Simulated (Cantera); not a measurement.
A closed system holds: 1 mol SO2, 0.53 mol H2, held at 1 atm.

Method: chemical equilibrium by Gibbs-energy minimisation in Cantera with the NASA 1993 tables (ideal gas, pure condensed phases). Candidate condensed phases: H2O, H2SO4, S; 19 gas species. Equilibrium is a limit: real reactors are often held back by kinetics, nucleation or transport.

x: gas mole fraction; nothing condenses.

```
T (K)  x SO2  x H2O    x SO    x H2    x S2       x H         x S
-----  -----  -----  ------  ------  ------  --------  ----------
1698   0.532  0.345  0.0101  0.0220  0.0747   2.13e-5  (withheld)
1773   0.530  0.340  0.0145  0.0266  0.0726   4.61e-5  (withheld)
1848   0.528  0.335  0.0200  0.0315  0.0701   9.35e-5  (withheld)
1923   0.526  0.329  0.0268  0.0367  0.0669  0.000179  (withheld)
1998   0.522  0.322  0.0349  0.0420  0.0633  0.000327  (withheld)
2073   0.518  0.315  0.0445  0.0474  0.0592  0.000569  (withheld)
2148   0.512  0.308  0.0554  0.0526  0.0545  0.000950  (withheld)
2223   0.506  0.300  0.0676  0.0577  0.0495   0.00153  (withheld)
2298   0.498  0.293  0.0807  0.0624  0.0442   0.00238  (withheld)
2373   0.490  0.285  0.0946  0.0667  0.0387   0.00358  (withheld)
2448   0.481  0.277   0.109  0.0705  0.0332   0.00525  (withheld)
2523   0.471  0.270   0.123  0.0735  0.0278   0.00749  (withheld)
2598   0.461  0.262   0.137  0.0758  0.0228    0.0104  (withheld)
```

Fill in the missing entries.


- 1698, x S: 8.42e-5
- 1773, x S: 0.000159
- 1848, x S: 0.000285
- 1923, x S: 0.000484
- 1998, x S: 0.000785
- 2073, x S: 0.00122
- 2148, x S: 0.00182
- 2223, x S: 0.00262
- 2298, x S: 0.00364
- 2373, x S: 0.00488
- 2448, x S: 0.00634
- 2523, x S: 0.00799
- 2598, x S: 0.00978
